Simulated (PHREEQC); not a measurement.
Make-up at 25 °C: 130 mmol/kgw HF and 0.18 mmol/kgw Na2HPO4. Closed to the air; pH follows from the charge balance.

The numbers come from PHREEQC with the ion-association model, phreeqc.dat.

Each row changes one thing in this solution. Precipitation was switched off in this run.

| case | pH | ionic strength (mol/kgw) |
|---|---|---|
| as made | 1.98 | 0.0119 |
| HF left out | … | … |
| Na2HPO4 from 0.00018 to 0.000162 mol/kgw | 1.98 | 0.0119 |
| Na2HPO4 left out | 1.98 | … |
| Na2HPO4 replaced by NaBF4 at the same molality | 1.98 | 0.0119 |

Q: Complete the blanks.

A: 
- HF left out, pH: 8.70
- HF left out, ionic strength (mol/kgw): 0.000535
- Na2HPO4 left out, ionic strength (mol/kgw): 0.0117

Species that the database lacks are ignored.
